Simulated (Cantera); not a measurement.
Input: 1 mol Pb, 6.2 mol H2, at 33.0 Torr.

Method: chemical equilibrium by Gibbs-energy minimisation in Cantera with the NASA 1993 tables (ideal gas, pure condensed phases). Candidate condensed phases: Pb; 4 gas species. The numbers say what is thermodynamically allowed, not how fast it happens.

x: gas mole fraction; n: condensed amount in mol.

```tsv
T (°C)	x H2	x Pb	x H	x Pb2	n Pb(s)	n Pb(l)
250	1.00	<1e-12	<1e-12	<1e-12	1.00	[?]
350	1.00	4.72e-10	<1e-12	<1e-12	0	1.00
450	1.00	7.04e-8	<1e-12	<1e-12	0	1.00
550	1.000	3.05e-6	3.50e-11	<1e-12	0	1.000
650	1.000	5.76e-5	1.17e-9	5.19e-11	0	1.000
750	0.999	0.000606	1.97e-8	2.67e-9	0	0.996
850	0.996	0.00415	2.03e-7	6.67e-8	0	0.974
950	0.979	0.0206	1.42e-6	9.67e-7	0	[?]
1050	0.920	0.0799	7.25e-6	9.24e-6	0	[?]
1150	0.861	0.139	2.94e-5	1.89e-5	0	0
1250	0.861	0.139	0.000102	1.34e-5	0	0
1350	0.861	0.139	0.000306	9.95e-6	0	0
```

Question: Fill in the missing entries.

Answer: 
- 250, n Pb(l): 0
- 950, n Pb(l): 0.869
- 1050, n Pb(l): 0.461
